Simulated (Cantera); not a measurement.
Standard-state values (1 bar) from the NASA 1993 polynomials, evaluated with Cantera. Values are per mole of reaction as written; species without (g) are pure solids or liquids, kept so even where they would boil at 1 bar.

CS₂(g) + Ni = NiS₂ + C

```
T (K)    ΔH° (kJ)   ΔS° (J/K)    ΔG° (kJ)     log10 K
-----  ----------  ----------  ----------  ----------
625    (withheld)  (withheld)  (withheld)  (withheld)
675    (withheld)  (withheld)  (withheld)  (withheld)
725        -245.7      -184.7      -111.8        8.06
775        -245.1      -183.8      -102.6        6.92
825    (withheld)  (withheld)  (withheld)  (withheld)
875    (withheld)  (withheld)  (withheld)  (withheld)
925        -243.1      -181.5       -75.2        4.25
```

Task: Complete the blanks.

Result: 
- 625, ΔH° (kJ): -246.4
- 625, ΔS° (J/K): -185.7
- 625, ΔG° (kJ): -130.4
- 625, log10 K: 10.89
- 675, ΔH° (kJ): -246.2
- 675, ΔS° (J/K): -185.4
- 675, ΔG° (kJ): -121.1
- 675, log10 K: 9.37
- 825, ΔH° (kJ): -244.5
- 825, ΔS° (J/K): -183.1
- 825, ΔG° (kJ): -93.4
- 825, log10 K: 5.92
- 875, ΔH° (kJ): -243.8
- 875, ΔS° (J/K): -182.3
- 875, ΔG° (kJ): -84.3
- 875, log10 K: 5.03
